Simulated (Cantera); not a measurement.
Ignition delay

Mixture: 5.77 % CH4, 12.3 % O2, 65.2 % N2, 9.81 % CO2, 6.92 % H2, at 1100000 Pa, adiabatic and at constant volume. Ignition delay is the time to a rise of 400 K.

Cantera simulation using GRI-Mech 3.0 (53 species, 325 reactions); the numbers are that mechanism's predictions, not measurements.

| T0 (K) | delay (ms) |
|---|---|
| 1225 | 0.192 |
| 1325 | 0.0745 |
| 1425 | 0.0377 |
| 1525 | 0.0210 |
| 1625 | 0.0123 |
| 1725 | 0.00757 |

| Property | Result |
|---|---|
| apparent activation energy between 1525 and 1725 K | 110 kJ/mol |
